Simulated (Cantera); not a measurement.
An adiabatic, constant-volume homogeneous reactor starts with H₂ : O₂ : N₂ : NO = 1 : 1.14 : 4.27 : 0.03 (molar parts), at 1700 K and 45000 Pa. Integrator tolerance rtol = 1e-08.

Computed with Cantera and GRI-Mech 3.0 (53 species, 325 reactions).

Q: What does this change do: pressure from 45000 Pa to 2400000 Pa?

A: 
```csv
quantity,before,after
time of steepest temperature rise,18.0 µs,0.387 µs
temperature at 0.300 s,2656 K,2837 K
equilibrium temperature,2656 K,2837 K
x(H₂) at 0.300 s,0.00708 (gas-phase equilibrium 0.00708),0.00213 (gas-phase equilibrium 0.00213)
x(O₂) at 0.300 s,0.0919 (gas-phase equilibrium 0.0919),0.0931 (gas-phase equilibrium 0.0931)
x(NO) at 0.300 s,0.0186 (gas-phase equilibrium 0.0186),0.0244 (gas-phase equilibrium 0.0244)
x(OH) at 0.300 s,0.0247 (gas-phase equilibrium 0.0247),0.0151 (gas-phase equilibrium 0.0151)
x(HO₂) at 0.300 s,1.21e-5 (gas-phase equilibrium 1.21e-5),5.20e-5 (gas-phase equilibrium 5.20e-5)
x(O) at 0.300 s,0.0112 (gas-phase equilibrium 0.0112),0.00315 (gas-phase equilibrium 0.00315)
x(H) at 0.300 s,0.00500 (gas-phase equilibrium 0.00500),0.000708 (gas-phase equilibrium 0.000708)
```
The hydrogen kinetics of GRI-Mech 3.0 are dated; newer H2 mechanisms differ, most at raised pressure. The pressure lies above the range GRI-Mech 3.0 was tuned for (to about 10 atm).
